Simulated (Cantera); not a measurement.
# Equilibrium for oxide etching and cleaning by halides: SiO2 + HCl + F2

Charge: 1 mol SiO2, 2.9 mol HCl, 0.97 mol F2, at 948.15 K.

Cantera equilibrium calculation (NASA polynomials, part measured and part estimated; ideal gas, pure solids and liquids). Candidate condensed phases: H2O, Si, SiO2; 52 gas species. Kinetics and transport are ignored.

From 1.00 Pa to 100000 Pa the condensed part is SiO2(β-quartz). The main Si-bearing gas is SiF4 throughout. The share of Si in condensed phases is highest at 1.00 Pa (70.8 %) and lowest at 100000 Pa (61.8 %).

```tsv
P (Pa)	log p HCl	log p HF	log p Cl2	log p H2O	log p SiF4	log p O2	log p Cl	n SiO2(β-quartz)
1	-5.27	-5.70	-6.04	-7.86	-6.13	-6.13	-6.78	0.708
6.80	-4.43	-4.88	-5.18	-6.63	-5.28	-5.29	-6.35	0.704
46	-3.60	-4.06	-4.33	-5.41	-4.44	-4.47	-5.93	0.698
320	-2.77	-3.24	-3.45	-4.20	-3.58	-3.64	-5.49	0.688
2200	-1.94	-2.44	-2.57	-3.04	-2.72	-2.84	-5.05	0.671
15000	-1.14	-1.68	-1.66	-1.95	-1.85	-2.07	-4.60	0.646
100000	-0.35	-0.95	-0.76	-0.92	-0.98	-1.35	-4.14	0.618
```
log p: log10 of the partial pressure in bar; n: condensed amount in mol.
